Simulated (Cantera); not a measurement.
## Ignition delay

Mixture: H₂ : O₂ : N₂ : H₂O = 1 : 0.417 : 1.57 : 0.24 (molar parts), equivalence ratio 1.2, at 16.8 atm, adiabatic and at constant volume. Ignition delay is the time to a rise of 400 K.

Model: the H2/O2 subset of GRI-Mech 3.0, which has no nitrogen chemistry, integrated in Cantera. The hydrogen kinetics of GRI-Mech 3.0 are dated; newer H2 mechanisms differ, most at raised pressure. The pressure lies above the range GRI-Mech 3.0 was tuned for (to about 10 atm). Where the delays flatten at high temperature, the 400 K rule measures the pace of heat release, not the induction time.

```tsv
T0 (K)	delay (ms)
1275	0.0455
1375	0.00806
1475	0.00183
1575	0.000894
1675	0.000581
1775	0.000426
1875	0.000334
1975	0.000276
2075	0.000236
```
